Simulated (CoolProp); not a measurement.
Vapour-liquid equilibrium of n-butane (1) + cis-2-butene (2) at -76.15 °C; x and y are mole fractions of (1).

Values from CoolProp's multi-fluid Helmholtz-energy mixture model, Bücker 2006 and Lemmon 2005; pair parameters Bell 2016.

```json
[
 {"x": "0.05", "bubble pressure, mixture model (MPa)": "0.001104", "bubble pressure, Raoult's law (MPa)": "0.001089", "y, mixture model": "0.082", "y, Raoult's law": "0.070"},
 {"x": "0.125", "bubble pressure, mixture model (MPa)": "0.001156", "bubble pressure, Raoult's law (MPa)": "0.001124", "y, mixture model": "0.190", "y, Raoult's law": "0.170"},
 {"x": "0.2", "bubble pressure, mixture model (MPa)": "0.001202", "bubble pressure, Raoult's law (MPa)": "0.001159", "y, mixture model": "0.283", "y, Raoult's law": "0.264"},
 {"x": "0.275", "bubble pressure, mixture model (MPa)": "0.001243", "bubble pressure, Raoult's law (MPa)": "0.001194", "y, mixture model": "0.367", "y, Raoult's law": "0.352"},
 {"x": "0.35", "bubble pressure, mixture model (MPa)": "0.001281", "bubble pressure, Raoult's law (MPa)": "0.001228", "y, mixture model": "0.444", "y, Raoult's law": "0.436"},
 {"x": "0.425", "bubble pressure, mixture model (MPa)": "0.001316", "bubble pressure, Raoult's law (MPa)": "0.001263", "y, mixture model": "0.516", "y, Raoult's law": "0.515"},
 {"x": "0.5", "bubble pressure, mixture model (MPa)": "0.001348", "bubble pressure, Raoult's law (MPa)": "0.001298", "y, mixture model": "0.584", "y, Raoult's law": "0.589"},
 {"x": "0.575", "bubble pressure, mixture model (MPa)": "0.001379", "bubble pressure, Raoult's law (MPa)": "0.001332", "y, mixture model": "0.650", "y, Raoult's law": "0.660"},
 {"x": "0.65", "bubble pressure, mixture model (MPa)": "0.001408", "bubble pressure, Raoult's law (MPa)": "0.001367", "y, mixture model": "0.714", "y, Raoult's law": "0.727"},
 {"x": "0.725", "bubble pressure, mixture model (MPa)": "0.001435", "bubble pressure, Raoult's law (MPa)": "0.001402", "y, mixture model": "0.777", "y, Raoult's law": "0.791"},
 {"x": "0.8", "bubble pressure, mixture model (MPa)": "0.001462", "bubble pressure, Raoult's law (MPa)": "0.001437", "y, mixture model": "0.839", "y, Raoult's law": "0.852"},
 {"x": "0.875", "bubble pressure, mixture model (MPa)": "0.001488", "bubble pressure, Raoult's law (MPa)": "0.001471", "y, mixture model": "0.900", "y, Raoult's law": "0.909"},
 {"x": "0.95", "bubble pressure, mixture model (MPa)": "0.001513", "bubble pressure, Raoult's law (MPa)": "0.001506", "y, mixture model": "0.960", "y, Raoult's law": "0.965"}
]
```

The largest gap from Raoult's law is +4.3 % in bubble pressure, at x = 0.35. No azeotrope shows between x = 0.05 and 0.95.

Pair parameters are fitted to limited data, so mixtures are less certain than the pure fluids.
